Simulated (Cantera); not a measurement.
Feed: 1 mol Si₃N₄, 0.28 mol H₂O, 960 mol H₂, 0.36 mol CO₂, held at 0.100 Pa.

Equilibrium computed with Cantera from the NASA thermochemical tables; the gas is ideal and each condensed phase is pure. Candidate condensed phases: C, C₆H₆, C₇H₈, C₈H₁₈, H₂O, Si, SiC, SiO₂, Si₂N₂O, Si₃N₄; 151 gas species. Mutual solubility and eutectic melting of coexisting phases are not modelled. Kinetics and transport are ignored.

**Question.** What share of the Si ends up in condensed phases as a function of T (°C), at 677, 727, 777, 827, 877, 927, 977?

**Answer.** 
| T (°C) | Si condensed (%) | as |
|---|---|---|
| 677 | 100.0 | SiC(s) + Si₂N₂O(s) + Si₃N₄(s) |
| 727 | 100.0 | SiC(s) + Si₂N₂O(s) + Si₃N₄(s) |
| 777 | 100.0 | SiC(s) + Si₂N₂O(s) + Si₃N₄(s) |
| 827 | 100.0 | Si(s) + SiC(s) + Si₂N₂O(s) + Si₃N₄(s) |
| 877 | 98.0 | Si(s) + SiC(s) + Si₂N₂O(s) |
| 927 | 66.9 | Si(s) + SiC(s) |
| 977 | 66.7 | Si(s) + SiC(s) |
